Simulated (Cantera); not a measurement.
An isothermal, constant-pressure homogeneous reactor starts with 1.74 % CO, 0.311 % O2, 6.41 % H2O, 91.5 % N2, at 973 K and 66000 Pa.

Cantera simulation using GRI-Mech 3.0 (53 species, 325 reactions); the numbers are that mechanism's predictions, not measurements.

### Question
Predict: x(CO) at 20.0 s; x(O2) at 20.0 s; x(H2O) at 20.0 s; x(NO) at 20.0 s; x(H2) at 20.0 s.

### Answer
| Quantity | Result |
|---|---|
| x(CO) at 20.0 s | 0.00552 (gas-phase equilibrium 0.00170) |
| x(O2) at 20.0 s | 1.39e-9 (gas-phase equilibrium <1e-12) |
| x(H2O) at 20.0 s | 0.0586 (gas-phase equilibrium 0.0548) |
| x(NO) at 20.0 s | 6.98e-9 (gas-phase equilibrium <1e-12) |
| x(H2) at 20.0 s | 0.00568 (gas-phase equilibrium 0.00951) |
